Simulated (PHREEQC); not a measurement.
Solution (76 °C): 0.001 mol NH4HF2, 0.00052 mol H2SiF6, 0.0182 mol H3PO4 and 0.0002 mol H2SO4 per kg of water. Closed to the air; pH follows from the charge balance.

All values are PHREEQC results (ion-association model, phreeqc.dat), not measurements.

The pH is 2.19, the ionic strength comes out as 0.00807 mol/kgw and the specific conductance comes out as 6200 µS/cm. The total alkalinity is -22.7 meq/kg.

| species | molality | activity | log γ |
|---|---|---|---|
| H3PO4 | 0.0107 | 0.0107 | 0.001 |
| H2PO4- | 0.00750 | 0.00679 | -0.044 |
| H+ | 0.00700 | 0.00638 | -0.040 |
| HF | 0.00489 | 0.00490 | 0.001 |
| NH4+ | 0.000999 | 0.000896 | -0.047 |
| H4SiO4 | 0.000518 | 0.000519 | 0.001 |
| F- | 0.000209 | 0.000188 | -0.046 |
| HSO4- | 0.000125 | 0.000112 | -0.045 |
| SO4-2 | 7.45e-5 | 4.96e-5 | -0.177 |
| HF2- | 4.43e-6 | 3.99e-6 | -0.045 |

Precipitation was switched off in this run. The solution is supersaturated, for example in Quartz (slow to form), so a real one may precipitate; this is no full list. At this temperature some constants are extrapolated from 25 °C, and those without enthalpy data are left unchanged. SiF6-2 is the database's only silicon fluoride.
